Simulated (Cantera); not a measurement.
Input (Python, Cantera) and output of one run.

```python
import numpy as np
import cantera as ct

gas_names = """
    CO2 TiO
""".split()
cond_names = """
    TiC(s) TiC(L) Ti3O5(a) Ti3O5(b) Ti3O5(L)
""".split()


def load(file, names, dense=False):
    # The tables refer to 1 bar. Condensed volumes are neglected.
    table = {s.name: s for s in ct.Species.list_from_file(file)}
    out = []
    for n in names:
        d = dict(table[n].input_data)
        d["thermo"] = dict(d["thermo"], **{"reference-pressure": 1e5})
        if dense:
            d["equation-of-state"] = {"model": "constant-volume", "density": "1e6 g/cm^3"}
        out.append(ct.Species.from_dict(d))
    return out


species = {s.name: s for s in load("nasa_gas.yaml", gas_names) + load("nasa_condensed.yaml", cond_names)}
# Each term lists the table entries of one substance; the one whose range holds T is used.
reactions = {
    '2 CO2(g) + 11 TiO(g) = 2 TiC + 3 Ti3O5':
        [(-2, ['CO2']), (-11, ['TiO']), (2, ['TiC(s)', 'TiC(L)']), (3, ['Ti3O5(a)', 'Ti3O5(b)', 'Ti3O5(L)'])],
}


def pick(names, T):
    return next(species[n] for n in names if species[n].thermo.min_temp <= T <= species[n].thermo.max_temp)


results = []
for label, terms in reactions.items():
    print(label)
    print("     T/K   dH/kJ  dS/(J/K)   dG/kJ   log10 K")
    for T in [1773, 1923, 2073, 2223, 2373, 2523, 2673, 2823]:
        used = [(nu, pick(names, T)) for nu, names in terms]
        dH = sum(nu * s.thermo.h(T) for nu, s in used) / 1e6
        dS = sum(nu * s.thermo.s(T) for nu, s in used) / 1e3
        dG = dH - T * dS / 1e3
        logK = -dG * 1e6 / (ct.gas_constant * T * np.log(10))
        results.append((label, T, dH, dS, dG, logK, [s.name for _, s in used]))
        print(f"{T:8g} {dH:8.1f} {dS:8.1f} {dG:8.1f} {logK:8.2f}")
```

Output:

```
2 CO2(g) + 11 TiO(g) = 2 TiC + 3 Ti3O5
     T/K   dH/kJ  dS/(J/K)   dG/kJ   log10 K
    1773  -7194.1  -2120.8  -3433.9   101.16
    1923  -7145.0  -2094.3  -3117.8    84.69
    2073  -6577.6  -1816.8  -2811.4    70.84
    2223  -6521.3  -1790.6  -2540.9    59.70
    2373  -6464.9  -1766.0  -2274.1    50.06
    2523  -6408.5  -1743.0  -2011.0    41.63
    2673  -6352.2  -1721.3  -1751.2    34.22
    2823  -6295.8  -1700.8  -1494.5    27.65
```

Cantera with NASA thermochemical tables; ideal gases at 1 bar, condensed phases pure. TiC: taken at fixed stoichiometry. Condensed species are held in their standard states even where they would react or evaporate.
